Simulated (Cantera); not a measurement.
Input: 1 mol B2H6, 0.098 mol H2O, held at 0.0870 bar.

Method: chemical equilibrium by Gibbs-energy minimisation in Cantera with the NASA 1993 tables (ideal gas, pure condensed phases). Candidate condensed phases: B, B2O3, B3O3H3, H2O; 23 gas species. The feed counts by its element totals alone. The tables' values for BH2 are old estimates; treat these amounts as uncertain. Kinetics and transport are ignored. All values below are at 1823 K.

Base state: H2 0.970, HBO 0.0251, B2O2 0.00237, H 0.00145, BO 0.000651, BH2 0.000148, HBO2 0.000137, B2O3 9.66e-5 (mole fractions); condensed: B(s).

Problem. What changes in the equilibrium state with this change: H2O from 0.098 to 1.7 mol?

Solution. 
| species | before | after |
|---|---|---|
| H2 | 0.970 | 0.790 |
| HBO | 0.0251 | 0.120 |
| B2O2 | 0.00237 | 0.0667 |
| B2O3 | 9.66e-5 | 0.0144 |
| B3O3H3 | 3.21e-6 | 0.000352 |
| HBO2 | 0.000137 | 0.00348 |
| B2O | 5.82e-6 | 3.09e-5 |
| BO | 0.000651 | 0.00345 |
| H2O | 1.50e-5 | 6.48e-5 |
| B(s), mol | 1.90 | 0.398 |
